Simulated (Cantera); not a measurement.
Source: NASA polynomial tables (part measured, part estimated), evaluated in Cantera. Values are per mole of reaction as written; species without (g) are pure solids or liquids, kept so even where they would boil at 1 bar.

P4(g) + 5 O2(g) ⇌ P4O10(g)

```tsv
T (K)	ΔH° (kJ)	ΔS° (J/K)	ΔG° (kJ)	log10 K
300	?	?	?	?
450	-2963.6	-903.8	-2556.9	296.79
475	?	?	?	?
500	-2962.7	-901.9	-2511.7	262.39
525	-2962.1	-900.7	-2489.2	247.66
550	?	?	?	?
575	?	?	?	?
600	-2959.9	-896.8	-2421.8	210.83
625	-2959.0	-895.4	-2399.4	200.53
```

Some entries are withheld; supply them.


- 300, ΔH° (kJ): -2963.1
- 300, ΔS° (J/K): -901.9
- 300, ΔG° (kJ): -2692.5
- 300, log10 K: 468.80
- 475, ΔH° (kJ): -2963.2
- 475, ΔS° (J/K): -902.9
- 475, ΔG° (kJ): -2534.3
- 475, log10 K: 278.69
- 550, ΔH° (kJ): -2961.4
- 550, ΔS° (J/K): -899.5
- 550, ΔG° (kJ): -2466.7
- 550, log10 K: 234.26
- 575, ΔH° (kJ): -2960.7
- 575, ΔS° (J/K): -898.2
- 575, ΔG° (kJ): -2444.2
- 575, log10 K: 222.04
